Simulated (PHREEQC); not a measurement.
1 kg of water meets 20 L of dry gas (CH4 1 by moles) at fixed total pressure, at 80 °C; fugacities by Peng-Robinson. The gases take part in no redox reaction, some water evaporates into the gas, and hydrates or a liquid gas phase aren't modelled. Precipitation was switched off in this run.

The numbers come from PHREEQC with the ion-association model, phreeqc.dat.

| P (atm) | dissolved CH4 (mol/kgw) | φ of CH4 |
|---|---|---|
| 2 | 0.00147 | 0.998 |
| 5 | 0.00432 | 0.994 |
| 10 | 0.00899 | 0.988 |
| 20 | 0.0180 | 0.976 |
| 30 | 0.0266 | 0.965 |
| 40 | 0.0348 | 0.954 |
| 50 | 0.0427 | 0.944 |
| 75 | 0.0609 | 0.920 |
| 100 | 0.0773 | 0.899 |
| 150 | 0.106 | 0.865 |
| 200 | 0.130 | 0.841 |
| 300 | 0.169 | 0.816 |
| 400 | 0.201 | 0.813 |

Species that the database lacks are ignored. Away from 25 °C the constants follow the database's enthalpies or fits; those with neither stay at their 25 °C values.
